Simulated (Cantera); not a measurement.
Hydrocarbon pyrolysis for carbon deposition

An isothermal, constant-pressure homogeneous reactor starts with 0.524 % C2H6, 99.5 % N2, at 1475 K and 1.43 Torr.

Computed with Cantera and GRI-Mech 3.0 (53 species, 325 reactions). GRI-Mech 3.0 stops at C3 and has no aromatics, soot or wall deposition, so with more carbon than oxygen in the feed, carbon stays in small species such as C2H2 where larger ones or solid carbon would form. Radical loss at walls, strong at low pressure, is not modelled.

```tsv
t (s)	x C2H6	x CH3	x C2H4	x CH2	x HCN
3.00e-5	0.00523	2.53e-6	1.55e-11	<1e-12	<1e-12
8.02e-5	0.00523	6.76e-6	1.42e-10	<1e-12	<1e-12
0.000214	0.00523	1.81e-5	1.58e-9	1.01e-11	<1e-12
0.000573	0.00521	4.82e-5	2.08e-8	1.96e-10	<1e-12
0.00153	0.00517	0.000128	2.96e-7	3.76e-9	<1e-12
0.00410	0.00506	0.000335	4.69e-6	6.95e-8	6.86e-12
0.0110	0.00470	0.000826	9.04e-5	9.28e-7	7.42e-9
0.0293	0.00319	0.00170	0.00103	4.07e-6	5.41e-7
0.0783	0.000441	0.00146	0.00270	6.71e-6	3.92e-6
0.209	4.00e-6	0.000331	0.00126	2.54e-6	9.11e-6
0.560	5.46e-7	0.000128	0.000325	7.65e-7	1.11e-5
1.50	1.86e-7	6.68e-5	4.99e-5	2.91e-7	1.20e-5
4.00	7.05e-8	3.77e-5	9.80e-6	1.19e-7	1.27e-5
```
x: mole fraction; the columns are a selection and need not sum to one.

Equilibrium at this temperature and pressure: C2H6 <1e-12, CH3 2.64e-9, C2H4 2.85e-9, CH2 6.25e-12, HCN 0.00956 (gas phase only).
